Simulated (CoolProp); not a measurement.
Vapour-liquid equilibrium of n-hexane (1) + ethylbenzene (2) at 391 K; x and y are mole fractions of (1).

Values from CoolProp's multi-fluid Helmholtz-energy mixture model, Thol 2019 and Zhou 2012; pair parameters Bell 2016.

Question: Give the bubble pressure and the first vapour's composition at x = 0.05, 0.55, 0.65. Is there an azeotrope?

Answer: x = 0.05: 0.08123 MPa, y = 0.286; x = 0.55: 0.2465 MPa, y = 0.866; x = 0.65: 0.2752 MPa, y = 0.901. No azeotrope shows between x = 0.05 and 0.95.

The pair parameters rest on a limited set of measurements; away from them the model extrapolates.
